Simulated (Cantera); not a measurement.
Adiabatic ignition

An adiabatic, constant-pressure homogeneous reactor starts with 3.67 % CH4, 2.64 % CO, 19.6 % O2, 74.0 % N2, at 1400 K and 100000 Pa.

Detailed kinetics in Cantera: GRI-Mech 3.0 (53 species, 325 reactions).

```tsv
t (s)	T (K)	x CH4	x CO	x O2	x N2O	x OH	x H	x C2H
2.00e-6	1400	0.0367	0.0264	0.196	<1e-12	2.54e-9	9.03e-10	<1e-12
7.63e-6	1400	0.0367	0.0264	0.196	<1e-12	5.43e-9	1.26e-9	<1e-12
2.91e-5	1400	0.0367	0.0264	0.196	<1e-12	8.87e-9	1.84e-9	<1e-12
0.000111	1400	0.0367	0.0264	0.196	6.43e-12	2.39e-8	4.64e-9	<1e-12
0.000424	1400	0.0366	0.0264	0.196	5.71e-11	1.31e-7	2.99e-8	<1e-12
0.00162	1408	0.0350	0.0265	0.195	1.39e-9	2.66e-6	1.11e-6	<1e-12
0.00618	2313	<1e-12	0.00235	0.110	5.48e-7	0.00552	0.000229	<1e-12
0.0236	2310	<1e-12	0.00231	0.109	5.47e-7	0.00544	0.000223	<1e-12
0.0900	2301	<1e-12	0.00222	0.107	5.58e-7	0.00524	0.000209	<1e-12
0.343	2295	<1e-12	0.00215	0.105	5.75e-7	0.00511	0.000200	<1e-12
1.31	2295	<1e-12	0.00215	0.105	5.76e-7	0.00511	0.000200	<1e-12
5.00	2295	<1e-12	0.00215	0.105	5.76e-7	0.00511	0.000200	<1e-12
```
x: mole fraction; the columns are a selection and need not sum to one.

```
Item                                                                Result
---------------------------------  ---------------------------------------
time of steepest temperature rise                                  2.17 ms
temperature at 5.00 s                                               2295 K
equilibrium temperature                                             2295 K
x(CH4) at 5.00 s                     <1e-12 (gas-phase equilibrium <1e-12)
x(CO) at 5.00 s                    0.00215 (gas-phase equilibrium 0.00215)
x(O2) at 5.00 s                        0.105 (gas-phase equilibrium 0.105)
```
